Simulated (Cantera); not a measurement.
Input (Python, Cantera) and output of one run.

```python
import numpy as np
import cantera as ct

gas_names = [...]  # 116 gases of nasa_gas.yaml made of C, H, Mg, O
cond_names = """
    C(gr) C6H6(L) C7H8(L) C8H18(L),n-octa H2O(s) H2O(L) Mg(cr) Mg(L) MgCO3(s) MgO(s) MgO(L) MgO2H2(s)
""".split()


# ... load() reads the species with a 1 bar reference pressure and builds the phases ...
atoms = {
    'Mg(OH)2': {'Mg': 1, 'O': 2, 'H': 2},
    'C': {'C': 1},
    'CO2': {'C': 1, 'O': 2},
}
top_T = {'C(gr)': 4500}  # K; cautious upper limits of use, not melting points


# ... equilibrate(T, P, feed) seeds the gas with the atoms and calls Mixture.equilibrate('TP', solver="vcs", rtol=1e-11, max_steps=5000) ...
results = []
feed = {'Mg(OH)2': 1, 'C': 0.0074, 'CO2': 8.1}  # mol
P = 8000  # Pa
for T in [525, 625, 725, 825, 925, 1025, 1125, 1225, 1325, 1425, 1525, 1625]:
    mix = equilibrate(T, P, feed)
    results.append((T, P, feed, dict(zip(mix.species_names, mix.species_moles))))

top = {s: max(r[3][s] / sum(r[3][g] for g in gas_names) for r in results) for s in gas_names}
cols = sorted((s for s in top if top[s] > 0.0001), key=lambda s: -top[s])[:7]
seen = [c for c in cond_names if any(r[3].get(c, 0) > 1e-12 for r in results)]
print("log10 of partial pressures in bar; condensed amounts in mol")
print(f"{'T/K':>10s}" + "".join(f"{s[:9]:>10s}" for s in cols + seen))
for T, P, feed, n in results:
    ng = sum(n[g] for g in gas_names)
    print(f"{T:10.4g}" + "".join(f"{np.log10(max(n[s] / ng * P / 1e5, 1e-99)):10.3f}" for s in cols)
          + "".join(f"{n.get(c, 0):10.4g}" for c in seen))
```

Result:

```
log10 of partial pressures in bar; condensed amounts in mol
       T/K       CO2       H2O        CO        H2        O2        OH  MgCO3(s)    MgO(s)
       525    -1.154    -2.012    -4.978    -3.896   -39.570   -24.820         1         0
       625    -1.148    -2.061    -4.434    -4.031   -31.614   -20.284         0         1
       725    -1.148    -2.059    -4.170    -4.205   -25.605   -16.916         0         1
       825    -1.148    -2.058    -4.044    -4.402   -20.909   -14.325         0         1
       925    -1.148    -2.058    -3.983    -4.586   -17.157   -12.276         0         1
      1025    -1.148    -2.057    -3.950    -4.747   -14.106   -10.618         0         1
      1125    -1.148    -2.057    -3.932    -4.882   -11.585    -9.251         0         1
      1225    -1.148    -2.057    -3.921    -4.996    -9.470    -8.106         0         1
      1325    -1.148    -2.057    -3.914    -5.092    -7.673    -7.133         0         1
      1425    -1.148    -2.057    -3.903    -5.169    -6.139    -6.299         0         1
      1525    -1.148    -2.057    -3.831    -5.169    -4.936    -5.606         0         1
      1625    -1.149    -2.057    -3.605    -5.006    -4.208    -5.082         0         1
```

Cantera equilibrium calculation (NASA polynomials, part measured and part estimated; ideal gas, pure solids and liquids).
